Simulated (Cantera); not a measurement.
Mixture: H₂ : O₂ : N₂ : H₂O = 1 : 0.794 : 2.98 : 0.12 (molar parts), at 450 Torr, adiabatic and at constant volume. Ignition delay is the time to a rise of 400 K.

Cantera simulation using GRI-Mech 3.0 (53 species, 325 reactions); the numbers are that mechanism's predictions, not measurements. Where the delays flatten at high temperature, the 400 K rule measures the pace of heat release, not the induction time.

Q: Predict: delay at 1175 K; delay at 1325 K; delay at 1475 K; delay at 1625 K; delay at 1775 K.

A: delay at 1175 K: 90.1 µs
delay at 1325 K: 49.2 µs
delay at 1475 K: 36.2 µs
delay at 1625 K: 33.5 µs
delay at 1775 K: 36.4 µs
